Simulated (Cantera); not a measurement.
# Reactions in the system C-N-O

Source: NASA polynomial tables (part measured, part estimated), evaluated in Cantera. Values are per mole of reaction as written; species without (g) are pure solids or liquids, kept so even where they would boil at 1 bar.

2 NO(g) + CO2(g) = C + 2 NO2(g)

| T (K) | ΔH° (kJ) | ΔS° (J/K) | ΔG° (kJ) | log10 K |
|---|---|---|---|---|
| 1900 | 284.6 | -148.6 | 566.9 | -15.59 |
| 1975 | 285.1 | -148.3 | 578.0 | -15.29 |
| 2050 | 285.7 | -148.0 | 589.2 | -15.01 |
| 2125 | 286.3 | -147.7 | 600.2 | -14.75 |
| 2200 | 286.9 | -147.4 | 611.3 | -14.51 |
| 2275 | 287.6 | -147.2 | 622.4 | -14.29 |
| 2350 | 288.2 | -146.9 | 633.4 | -14.08 |
| 2425 | 288.9 | -146.6 | 644.4 | -13.88 |
